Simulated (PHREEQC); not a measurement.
City or well water

A made-up water analysis in mg/L, 20 °C, pH 7.04, pe -0.1: Na 72.7; K 14.1; Ca 58.5; Mg 12.1; Cl 83.9; S(6) as SO4 142; Alkalinity as HCO3 134; Li 1.22.

Valence states are taken as typed.

The numbers come from PHREEQC with the ion-association model, phreeqc.dat.

No solid was allowed to form.

Q: What ionic strength, specific conductance does the model give?

A: ionic strength 0.0102 mol/kgw; specific conductance 702 µS/cm.

Q: In which forms is S present?

A: SO4-2 87 %, CaSO4 8.7 %, MgSO4 3.5 %, NaSO4- 0.9 % of the S.
